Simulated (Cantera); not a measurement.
Charge: 1 mol Si(CH3)4, 0.04 mol HCl, 1400 mol H2, at 1475 K and 69.0 Torr.

These are equilibrium values from Cantera (NASA tables, ideal gas, pure condensed phases), not measurements of a reactor. Candidate condensed phases: C, C6H6, C7H8, C8H18, Si, SiC; 109 gas species. Rates play no part.

Base state: H2 1.000, CH4 0.000267, H 4.28e-5, HCl 2.85e-5 (mole fractions); condensed: C(graphite) + SiC(s).

### Question
What changes in the equilibrium state with this change: Si(CH3)4 replaced by CH3SiH3?

### Answer
| species | before | after |
|---|---|---|
| H2 | 1.000 | 1.000 |
| H | 4.28e-5 | 4.28e-5 |
| HCl | 2.85e-5 | 2.85e-5 |
| CH4 | 0.000267 | 1.76e-6 |
| C(graphite), mol | 2.60 | 0 |
| SiC(s), mol | 1.000 | 0.998 |
| Si(s), mol | 0 | 0.000642 |
The feed counts by its element totals alone. Mutual solubility and eutectic melting of coexisting phases are not modelled.
